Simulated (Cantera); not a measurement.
What does this Cantera script print?

```python
import numpy as np
import cantera as ct

gas_names = [...]  # 110 gases of nasa_gas.yaml made of C, H, O
cond_names = """
    C(gr) C6H6(L) C7H8(L) C8H18(L),n-octa H2O(s) H2O(L)
""".split()


# ... load() reads the species with a 1 bar reference pressure and builds the phases ...
atoms = {
    'C2H2': {'C': 2, 'H': 2},
    'O2': {'O': 2},
    'H2': {'H': 2},
}
top_T = {'C(gr)': 4500}  # K; cautious upper limits of use, not melting points


# ... equilibrate(T, P, feed) seeds the gas with the atoms and calls Mixture.equilibrate('TP', solver="vcs", rtol=1e-11, max_steps=5000) ...
results = []
feed = {'C2H2': 1, 'O2': 0.19, 'H2': 7.8}  # mol
P = 100000  # Pa
for T in [725, 825, 925, 1025, 1125, 1225, 1325, 1425, 1525, 1625, 1725, 1825, 1925, 2025]:
    mix = equilibrate(T, P, feed)
    results.append((T, P, feed, dict(zip(mix.species_names, mix.species_moles))))
    x = sorted(zip(gas.X, gas.species_names), reverse=True)
    print(f"T = {T:g} K  P = {P:g} Pa  gas = {mix.phase_moles(0):.4g} mol")
    print("   x: " + "  ".join(f"{s} {v:.3e}" for v, s in x if v > 1e-05))
    print("   condensed (mol): " + ("  ".join(f"{mix.phase(i).name} {mix.phase_moles(i):.4g}"
          for i in range(1, mix.n_phases) if mix.phase_moles(i) > 1e-12) or "none"))
```

Result:

```
T = 725 K  P = 100000 Pa  gas = 6.801 mol
   x: H2 6.502e-01  CH4 2.940e-01  H2O 5.573e-02  CO 6.043e-05  CO2 3.900e-05
   condensed (mol): none
T = 825 K  P = 100000 Pa  gas = 6.874 mol
   x: H2 6.602e-01  CH4 2.856e-01  H2O 4.880e-02  CO 4.242e-03  CO2 1.119e-03
   condensed (mol): none
T = 925 K  P = 100000 Pa  gas = 7.822 mol
   x: H2 8.055e-01  CH4 1.472e-01  H2O 2.504e-02  CO 2.091e-02  CO2 1.315e-03
   condensed (mol): C(gr) 0.6745
T = 1025 K  P = 100000 Pa  gas = 8.596 mol
   x: H2 8.971e-01  CH4 5.915e-02  CO 3.503e-02  H2O 8.336e-03  CO2 4.220e-04
   condensed (mol): C(gr) 1.187
T = 1125 K  P = 100000 Pa  gas = 8.934 mol
   x: H2 9.325e-01  CO 3.995e-02  CH4 2.509e-02  H2O 2.396e-03  CO2 9.333e-05
   condensed (mol): C(gr) 1.418
T = 1225 K  P = 100000 Pa  gas = 9.066 mol
   x: H2 9.463e-01  CO 4.110e-02  CH4 1.176e-02  H2O 7.647e-04  CO2 2.262e-05
   condensed (mol): C(gr) 1.52
T = 1325 K  P = 100000 Pa  gas = 9.122 mol
   x: H2 9.523e-01  CO 4.136e-02  CH4 6.088e-03  H2O 2.834e-04
   condensed (mol): C(gr) 1.567
T = 1425 K  P = 100000 Pa  gas = 9.147 mol
   x: H2 9.550e-01  CO 4.142e-02  CH4 3.436e-03  H2O 1.201e-04
   condensed (mol): C(gr) 1.59
T = 1525 K  P = 100000 Pa  gas = 9.16 mol
   x: H2 9.564e-01  CO 4.142e-02  CH4 2.087e-03  H2O 5.698e-05  H 2.314e-05  C2H2,acetylene 1.156e-05
   condensed (mol): C(gr) 1.601
T = 1625 K  P = 100000 Pa  gas = 9.168 mol
   x: H2 9.571e-01  CO 4.142e-02  CH4 1.347e-03  H 6.902e-05  C2H2,acetylene 3.404e-05  H2O 2.966e-05
   condensed (mol): C(gr) 1.607
T = 1725 K  P = 100000 Pa  gas = 9.172 mol
   x: H2 9.574e-01  CO 4.141e-02  CH4 9.154e-04  H 1.817e-04  C2H2,acetylene 8.821e-05  H2O 1.667e-05
   condensed (mol): C(gr) 1.61
T = 1825 K  P = 100000 Pa  gas = 9.176 mol
   x: H2 9.573e-01  CO 4.140e-02  CH4 6.496e-04  H 4.309e-04  C2H2,acetylene 2.056e-04
   condensed (mol): C(gr) 1.61
T = 1925 K  P = 100000 Pa  gas = 9.18 mol
   x: H2 9.567e-01  CO 4.139e-02  H 9.351e-04  CH4 4.782e-04  C2H2,acetylene 4.381e-04
   condensed (mol): C(gr) 1.607
T = 2025 K  P = 100000 Pa  gas = 9.185 mol
   x: H2 9.555e-01  CO 4.137e-02  H 1.881e-03  C2H2,acetylene 8.647e-04  CH4 3.629e-04  CH3 1.409e-05
   condensed (mol): C(gr) 1.601
```

These are equilibrium values from Cantera (NASA tables, ideal gas, pure condensed phases), not measurements of a reactor.
